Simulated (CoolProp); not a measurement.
Cyclohexane along the isotherm 520.9 K: fugacity coefficient from the reference equation and from simpler models built on Tc = 553.6 K, pc = 4081 kPa, ω = 0.209; each cubic takes its own stable root.

Model: reference Helmholtz-energy equation of state, Zhou 2014, in CoolProp.

```
p (kPa)   phase  reference  Redlich-Kwong  Peng-Robinson
-------  ------  ---------  -------------  -------------
556         gas          ?         0.9452         0.9388
1110        gas     0.8892         0.8914         0.8794
1670        gas     0.8333         0.8374         0.8204
2230        gas     0.7766         0.7833         0.7618
2780     liquid          ?              ?         0.6935
3340     liquid          ?              ?         0.5908
3900     liquid     0.5261         0.5567         0.5175
4450     liquid     0.4709         0.5003         0.4634
5010     liquid     0.4272         0.4556         0.4206
5560     liquid     0.3930         0.4205         0.3870
6120     liquid     0.3645         0.3912              ?
```

### Question
Complete the blanks.

### Answer

- 556, reference: 0.9443
- 2780, reference: 0.7064
- 2780, Redlich-Kwong: 0.7288
- 3340, reference: 0.6011
- 3340, Redlich-Kwong: 0.6331
- 6120, Peng-Robinson: 0.3590

At some of these states Redlich-Kwong gives the other phase, because its saturation line lies elsewhere.
